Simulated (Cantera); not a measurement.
A perfectly stirred reactor is fed with NO : N₂ = 1 : 7.9 (molar parts), at 1.00 bar; it is held at 1648 K, and followed from long to short residence time.

Model: GRI-Mech 3.0 (53 species, 325 reactions), integrated in Cantera.

### Question
What does this change do: N2 7.9 to 1.2 parts?

### Answer
```
quantity                before     after
---------------------  -------  --------
x(NO) at τ = 3.70 s      0.108     0.392
x(O) at τ = 3.70 s     1.47e-6   4.75e-6
x(NO₂) at τ = 3.70 s   4.68e-5  0.000552
x(N₂) at τ = 3.70 s      0.890     0.576
x(O₂) at τ = 3.70 s    0.00232    0.0306
x(NO) at τ = 0.120 s     0.112     0.452
x(O) at τ = 0.120 s    7.63e-7   1.80e-6
x(NO₂) at τ = 0.120 s  2.46e-5  0.000226
x(N₂) at τ = 0.120 s     0.888     0.547
x(O₂) at τ = 0.120 s   6.59e-5   0.00115
```
